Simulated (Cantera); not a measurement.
**Equilibrium for metals in furnace atmospheres: Al + CO + N2**

A closed system holds: 1 mol Al, 0.33 mol CO, 2.9 mol N2, equilibrated at 10.0 mbar.

Method: chemical equilibrium by Gibbs-energy minimisation in Cantera with the NASA 1993 tables (ideal gas, pure condensed phases). Candidate condensed phases: Al, AlN, Al2O3, C; 32 gas species. Mutual solubility and eutectic melting of coexisting phases are not modelled. Condensed phases not in the tables: aluminium oxynitride. Kinetics and transport are ignored.

| T (K) | x N2 | x CO | x Al | x Al2O | n AlN(s) | n Al2O3(s) | n C(graphite) |
|---|---|---|---|---|---|---|---|
| 623 | 1.00 | 1.13e-12 | <1e-12 | <1e-12 | 0.780 | 0.110 | 0.330 |
| 823 | 1.00 | 6.98e-8 | <1e-12 | <1e-12 | 0.780 | 0.110 | 0.330 |
| 1023 | 1.000 | 5.53e-5 | <1e-12 | <1e-12 | 0.780 | 0.110 | 0.330 |
| 1223 | 0.995 | 0.00476 | <1e-12 | <1e-12 | 0.788 | 0.106 | 0.318 |
| 1423 | 0.890 | 0.110 | 4.12e-9 | 4.96e-11 | 0.979 | 0.0106 | 0.0317 |
| 1623 | 0.879 | 0.121 | 3.15e-6 | 2.44e-8 | 1.000 | 0 | 0 |
| 1823 | 0.879 | 0.121 | 0.000547 | 2.77e-6 | 0.998 | 0 | 0 |
| 2023 | 0.851 | 0.115 | 0.0342 | 0.000118 | 0.901 | 0 | 0.000309 |
x: gas mole fraction; n: condensed amount in mol.

From 623 K to 1423 K the condensed part is AlN(s) + Al2O3(s) + C(graphite). From 1623 K to 1823 K the condensed part is AlN(s). At 2023 K the condensed part is AlN(s) + C(graphite).
